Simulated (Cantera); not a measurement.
A closed system holds: 1 mol CuO, a varied amount of CH4, 1.4 mol H2, held at 1150 K and 0.0290 bar.

Cantera equilibrium calculation (NASA polynomials, part measured and part estimated; ideal gas, pure solids and liquids). Candidate condensed phases: C, C6H6, C7H8, C8H18, Cu, CuO, Cu(OH)2, Cu2O, H2O; 113 gas species. Rates play no part.

x: gas mole fraction; n: condensed amount in mol.

```json
[
 {"n(CH4) (mol)": "0.53", "x H2": "0.690", "x CO": "0.153", "x H2O": "0.133", "x CO2": "0.0247", "x CH4": "3.49e-7", "x H": "3.64e-7", "n Cu(s)": "1.00", "n C(graphite)": "0"},
 {"n(CH4) (mol)": "1.1", "x H2": "0.782", "x CO": "0.217", "x H2O": "0.000231", "x CO2": "5.40e-5", "x CH4": "0.000415", "x H": "3.87e-7", "n Cu(s)": "1.00", "n C(graphite)": "0.0994"},
 {"n(CH4) (mol)": "1.7", "x H2": "0.827", "x CO": "[?]", "x H2O": "[?]", "x CO2": "[?]", "x CH4": "0.000464", "x H": "3.98e-7", "n Cu(s)": "1.000", "n C(graphite)": "[?]"},
 {"n(CH4) (mol)": "2.3", "x H2": "0.857", "x CO": "0.143", "x H2O": "0.000166", "x CO2": "2.33e-5", "x CH4": "0.000498", "x H": "4.05e-7", "n Cu(s)": "1.000", "n C(graphite)": "1.30"},
 {"n(CH4) (mol)": "2.9", "x H2": "0.877", "x CO": "0.122", "x H2O": "0.000145", "x CO2": "1.70e-5", "x CH4": "0.000523", "x H": "4.10e-7", "n Cu(s)": "1.000", "n C(graphite)": "1.90"},
 {"n(CH4) (mol)": "3.4", "x H2": "0.891", "x CO": "0.109", "x H2O": "0.000132", "x CO2": "1.35e-5", "x CH4": "0.000538", "x H": "4.13e-7", "n Cu(s)": "1.000", "n C(graphite)": "2.40"},
 {"n(CH4) (mol)": "4", "x H2": "0.903", "x CO": "0.0961", "x H2O": "0.000118", "x CO2": "1.06e-5", "x CH4": "0.000554", "x H": "4.16e-7", "n Cu(s)": "1.000", "n C(graphite)": "3.00"},
 {"n(CH4) (mol)": "4.6", "x H2": "0.913", "x CO": "0.0861", "x H2O": "0.000107", "x CO2": "8.49e-6", "x CH4": "0.000566", "x H": "4.19e-7", "n Cu(s)": "1.000", "n C(graphite)": "3.59"},
 {"n(CH4) (mol)": "5.2", "x H2": "0.921", "x CO": "[?]", "x H2O": "9.78e-5", "x CO2": "[?]", "x CH4": "0.000576", "x H": "4.21e-7", "n Cu(s)": "1.000", "n C(graphite)": "[?]"},
 {"n(CH4) (mol)": "5.8", "x H2": "0.928", "x CO": "0.0714", "x H2O": "9.01e-5", "x CO2": "5.83e-6", "x CH4": "0.000584", "x H": "4.22e-7", "n Cu(s)": "1.000", "n C(graphite)": "4.79"}
]
```

Problem. Fill in the missing entries.

Solution. 
- 5.2, x CO: 0.0781
- 5.2, x CO2: 6.97e-6
- 5.2, n C(graphite): 4.19
- 1.7, x CO: 0.172
- 1.7, x H2O: 0.000194
- 1.7, x CO2: 3.40e-5
- 1.7, n C(graphite): 0.699
